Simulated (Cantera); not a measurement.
A closed system holds: 1 mol Fe2O3, 590 mol H2, at 13.3 mbar.

These are equilibrium values from Cantera (NASA tables, ideal gas, pure condensed phases), not measurements of a reactor. Candidate condensed phases: Fe, FeO, Fe(OH)2, Fe(OH)3, Fe2O3, Fe3O4, H2O; 12 gas species. The numbers say what is thermodynamically allowed, not how fast it happens.

x: gas mole fraction; n: condensed amount in mol.

```tsv
T (K)	x H2	x H	x H2O	x Fe	x OH	x O	n Fe(α)	n Fe(γ)	n Fe(δ)
1000	0.995	1.96e-8	0.00508	1.12e-12	<1e-12	<1e-12	2.00	0	0
1200	0.995	1.70e-6	0.00508	3.72e-9	6.96e-11	<1e-12	0	2.00	0
1400	0.995	(withheld)	0.00508	(withheld)	(withheld)	<1e-12	0	2.00	0
1600	0.994	0.000470	0.00508	8.22e-5	9.40e-8	3.69e-11	0	1.95	0
1800	0.990	(withheld)	0.00506	(withheld)	(withheld)	(withheld)	0	0	(withheld)
2000	0.978	0.0139	0.00502	0.00335	7.15e-6	7.44e-8	0	0	0
2200	0.944	0.0474	0.00491	0.00330	3.44e-5	1.20e-6	0	0	0
```

Problem. Some entries are withheld; supply them.

Solution. 
- 1800, x H: 0.00308
- 1800, x Fe: 0.00221
- 1800, x OH: 1.04e-6
- 1800, x O: 2.52e-9
- 1800, n Fe(δ): 0.691
- 1400, x H: 4.20e-5
- 1400, x Fe: 1.15e-6
- 1400, x OH: 4.27e-9
